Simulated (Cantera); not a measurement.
An isothermal, constant-pressure homogeneous reactor starts with C₂H₆ : N₂ = 1 : 2 (molar parts), at 1898 K and 1.00 atm. Integrator tolerance rtol = 1e-08.

Model: GRI-Mech 3.0 (53 species, 325 reactions), integrated in Cantera. GRI-Mech 3.0 stops at C3 and has no aromatics, soot or wall deposition, so with more carbon than oxygen in the feed, carbon stays in small species such as C2H2 where larger ones or solid carbon would form.

Task: What does this change do: temperature 1898 to 1273 K?

Result: 
```tsv
quantity	before	after
x(C₂H₆) at 2.00 s	3.09e-7 (gas-phase equilibrium 2.05e-7)	0.00120 (gas-phase equilibrium 0.000381)
x(CH₃) at 2.00 s	8.06e-5 (gas-phase equilibrium 6.56e-5)	1.15e-5 (gas-phase equilibrium 7.91e-6)
x(CH₄) at 2.00 s	0.00325 (gas-phase equilibrium 0.00265)	0.115 (gas-phase equilibrium 0.213)
x(H₂) at 2.00 s	0.395 (gas-phase equilibrium 0.396)	0.220 (gas-phase equilibrium 0.141)
x(C₂H₄) at 2.00 s	0.000970 (gas-phase equilibrium 0.000641)	0.0865 (gas-phase equilibrium 0.0401)
```
